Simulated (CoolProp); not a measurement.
Aqueous propylene glycol as a coolant, 57 % by mass, freezing at -43.9 °C, 1 atm.

Model: Melinder's fits for secondary coolants, in CoolProp.

| T (°C) | viscosity (mPa s) | density (kg/m³) | Prandtl number | cp (kJ/(kg K)) |
|---|---|---|---|---|
| -14.8 | 77.6 | … | 789 | 3.247 |
| -9 | 48.9 | 1060 | 498 | 3.272 |
| -3.2 | 32.1 | 1057 | 327 | … |
| 2.6 | 21.8 | 1053 | 222 | 3.323 |
| 8.4 | … | 1050 | 156 | 3.348 |
| 14.2 | … | 1046 | 113 | 3.373 |
| 20 | 8.28 | 1042 | 84.5 | 3.398 |
| 25.8 | 6.34 | 1038 | 64.8 | 3.423 |
| 31.6 | … | 1034 | 50.9 | 3.448 |
| 37.4 | 4.01 | 1030 | 40.9 | 3.473 |

Complete the blanks.


- -14.8, density (kg/m³): 1063
- -3.2, cp (kJ/(kg K)): 3.297
- 8.4, viscosity (mPa s): 15.3
- 14.2, viscosity (mPa s): 11.1
- 31.6, viscosity (mPa s): 4.98
